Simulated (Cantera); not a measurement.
Input: 1 mol TiO₂, 0.21 mol MgO, 0.35 mol O₂, held at 2073 K.

Method: chemical equilibrium by Gibbs-energy minimisation in Cantera with the NASA 1993 tables (ideal gas, pure condensed phases). Candidate condensed phases: Mg, MgO, MgTiO₃, MgTi₂O₅, Mg₂TiO₄, Ti, TiO, TiO₂, Ti₂O₃, Ti₃O₅, Ti₄O₇; 9 gas species. Mutual solubility and eutectic melting of coexisting phases are not modelled. Condensed phases not in the tables: alloys, solid solutions and most ternary compounds. Equilibrium is a limit: real reactors are often held back by kinetics, nucleation or transport.

log p: log10 of the partial pressure in bar; n: condensed amount in mol.

```csv
P (Pa),log p O₂,log p O,log p TiO₂,log p Mg,log p MgO,log p TiO,log p O₃,n MgTi₂O₅(l),n TiO₂(rutile)
10,-4.05,-4.97,-6.11,-6.84,-8.26,-9.16,-13.18,0.209,0.578
36,___,___,-6.11,___,-8.26,___,___,0.210,0.579
130,-2.90,-4.39,-6.11,-7.42,-8.26,-9.74,-11.45,0.210,0.580
460,-2.34,-4.11,-6.11,-7.70,-8.26,-10.01,-10.62,0.210,0.580
1700,-1.77,-3.83,-6.11,-7.98,-8.26,-10.30,-9.76,0.210,0.580
6000,-1.22,-3.55,-6.11,-8.26,-8.26,-10.57,-8.94,0.210,0.580
22000,___,___,-6.11,___,-8.26,___,___,0.210,0.580
77000,-0.11,-3.00,-6.11,-8.81,-8.26,-11.13,-7.27,0.210,0.580
280000,0.45,-2.72,-6.11,-9.09,-8.26,-11.41,-6.43,0.210,0.580
1000000,1.00,-2.44,-6.11,-9.37,-8.26,<-11,-5.60,0.210,0.580
```

Problem. Complete the blanks.

Solution. 
- 22000, log p O₂: -0.66
- 22000, log p O: -3.27
- 22000, log p Mg: -8.54
- 22000, log p TiO: -10.86
- 22000, log p O₃: -8.09
- 36, log p O₂: -3.47
- 36, log p O: -4.68
- 36, log p Mg: -7.13
- 36, log p TiO: -9.45
- 36, log p O₃: -12.31
